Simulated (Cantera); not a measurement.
## Thermodynamics of carbothermic reduction, feed SiO₂ + C + CO

Input: 1 mol SiO₂, 3.1 mol C, 0.2 mol CO, equilibrated at 1.90 bar.

Cantera equilibrium calculation (NASA polynomials, part measured and part estimated; ideal gas, pure solids and liquids). Candidate condensed phases: C, Si, SiC, SiO₂; 20 gas species. The tables hold silica as quartz up to 1696 K and as liquid above; real silica turns to tridymite and cristobalite and melts near 1996 K. The numbers say what is thermodynamically allowed, not how fast it happens.

From 1127 °C to 1352 °C the condensed part is C(graphite) + SiO₂(β-quartz). From 1427 °C to 1502 °C the condensed part is C(graphite) + SiO₂(condensed). From 1577 °C to 2027 °C the condensed part is C(graphite) + SiC(s).

```json
[
 {"T (°C)": "1127", "x CO": "0.997", "x SiO": "5.73e-9", "x CO₂": "0.00324", "x Si": "<1e-12", "x SiC₂": "<1e-12", "x Si₂C": "<1e-12", "x Si₂": "<1e-12", "x C₂O": "<1e-12", "n C(graphite)": "3.10", "n SiO₂(β-quartz)": "1.00", "n SiO₂(condensed)": "0", "n SiC(s)": "0"},
 {"T (°C)": "1202", "x CO": "0.998", "x SiO": "1.10e-7", "x CO₂": "0.00157", "x Si": "<1e-12", "x SiC₂": "<1e-12", "x Si₂C": "<1e-12", "x Si₂": "<1e-12", "x C₂O": "<1e-12", "n C(graphite)": "3.10", "n SiO₂(β-quartz)": "1.00", "n SiO₂(condensed)": "0", "n SiC(s)": "0"},
 {"T (°C)": "1277", "x CO": "0.999", "x SiO": "1.59e-6", "x CO₂": "0.000822", "x Si": "<1e-12", "x SiC₂": "<1e-12", "x Si₂C": "<1e-12", "x Si₂": "<1e-12", "x C₂O": "1.68e-12", "n C(graphite)": "3.10", "n SiO₂(β-quartz)": "1.00", "n SiO₂(condensed)": "0", "n SiC(s)": "0"},
 {"T (°C)": "1352", "x CO": "1.000", "x SiO": "1.77e-5", "x CO₂": "0.000457", "x Si": "5.48e-12", "x SiC₂": "<1e-12", "x Si₂C": "<1e-12", "x Si₂": "<1e-12", "x C₂O": "7.17e-12", "n C(graphite)": "3.10", "n SiO₂(β-quartz)": "1.000", "n SiO₂(condensed)": "0", "n SiC(s)": "0"},
 {"T (°C)": "1427", "x CO": "1.000", "x SiO": "0.000159", "x CO₂": "0.000268", "x Si": "2.05e-10", "x SiC₂": "1.61e-12", "x Si₂C": "<1e-12", "x Si₂": "<1e-12", "x C₂O": "2.69e-11", "n C(graphite)": "3.10", "n SiO₂(β-quartz)": "0", "n SiO₂(condensed)": "1.000", "n SiC(s)": "0"},
 {"T (°C)": "1502", "x CO": "0.999", "x SiO": "0.00115", "x CO₂": "0.000165", "x Si": "5.51e-9", "x SiC₂": "6.93e-11", "x Si₂C": "1.14e-11", "x Si₂": "<1e-12", "x C₂O": "9.00e-11", "n C(graphite)": "3.10", "n SiO₂(β-quartz)": "0", "n SiO₂(condensed)": "1.000", "n SiC(s)": "0"},
 {"T (°C)": "1577", "x CO": "0.994", "x SiO": "0.00635", "x CO₂": "0.000105", "x Si": "1.02e-7", "x SiC₂": "1.98e-9", "x Si₂C": "1.40e-9", "x Si₂": "2.15e-11", "x C₂O": "2.72e-10", "n C(graphite)": "0.128", "n SiO₂(β-quartz)": "0", "n SiO₂(condensed)": "0", "n SiC(s)": "0.986"},
 {"T (°C)": "1652", "x CO": "0.992", "x SiO": "0.00771", "x CO₂": "6.95e-5", "x Si": "3.76e-7", "x SiC₂": "1.08e-8", "x Si₂C": "7.42e-9", "x Si₂": "1.33e-10", "x C₂O": "7.57e-10", "n C(graphite)": "0.134", "n SiO₂(β-quartz)": "0", "n SiO₂(condensed)": "0", "n SiC(s)": "0.983"},
 {"T (°C)": "1727", "x CO": "0.991", "x SiO": "0.00923", "x CO₂": "4.77e-5", "x Si": "1.26e-6", "x SiC₂": "5.20e-8", "x Si₂C": "3.44e-8", "x Si₂": "7.14e-10", "x C₂O": "1.95e-9", "n C(graphite)": "0.141", "n SiO₂(β-quartz)": "0", "n SiO₂(condensed)": "0", "n SiC(s)": "0.980"},
 {"T (°C)": "1802", "x CO": "0.989", "x SiO": "0.0109", "x CO₂": "3.37e-5", "x Si": "3.84e-6", "x SiC₂": "2.23e-7", "x Si₂C": "1.43e-7", "x Si₂": "3.39e-9", "x C₂O": "4.69e-9", "n C(graphite)": "0.148", "n SiO₂(β-quartz)": "0", "n SiO₂(condensed)": "0", "n SiC(s)": "0.976"},
 {"T (°C)": "1877", "x CO": "0.987", "x SiO": "0.0127", "x CO₂": "2.44e-5", "x Si": "1.08e-5", "x SiC₂": "8.58e-7", "x Si₂C": "5.34e-7", "x Si₂": "1.44e-8", "x C₂O": "1.06e-8", "n C(graphite)": "0.156", "n SiO₂(β-quartz)": "0", "n SiO₂(condensed)": "0", "n SiC(s)": "0.972"},
 {"T (°C)": "1952", "x CO": "0.985", "x SiO": "0.0146", "x CO₂": "1.81e-5", "x Si": "2.85e-5", "x SiC₂": "3.01e-6", "x Si₂C": "1.82e-6", "x Si₂": "5.55e-8", "x C₂O": "2.27e-8", "n C(graphite)": "0.165", "n SiO₂(β-quartz)": "0", "n SiO₂(condensed)": "0", "n SiC(s)": "0.968"},
 {"T (°C)": "2027", "x CO": "0.983", "x SiO": "0.0167", "x CO₂": "1.37e-5", "x Si": "7.04e-5", "x SiC₂": "9.72e-6", "x Si₂C": "5.72e-6", "x Si₂": "1.95e-7", "x C₂O": "4.62e-8", "n C(graphite)": "0.174", "n SiO₂(β-quartz)": "0", "n SiO₂(condensed)": "0", "n SiC(s)": "0.963"}
]
```
x: gas mole fraction; n: condensed amount in mol.
